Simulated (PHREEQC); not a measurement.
Consider water at 25 °C with 0.0033 mol/kgw CuSO4 and 0.19 mol/kgw KCl. Closed to the air; pH follows from the charge balance.

The numbers come from PHREEQC with the ion-association model, wateq4f.dat.

Precipitation was switched off in this run.

Question: Estimate the pH, activity of water.

Answer: pH 5.20; activity of water 0.993.

Question: In which forms is Cu present?

Answer: Cu+2 82 %, CuCl+ 14 %, CuSO4 3.6 %, CuCl2 0.7 % of the Cu.

The solution is supersaturated, for example in Atacamite, Brochantite, so a real one may precipitate; this is no full list.
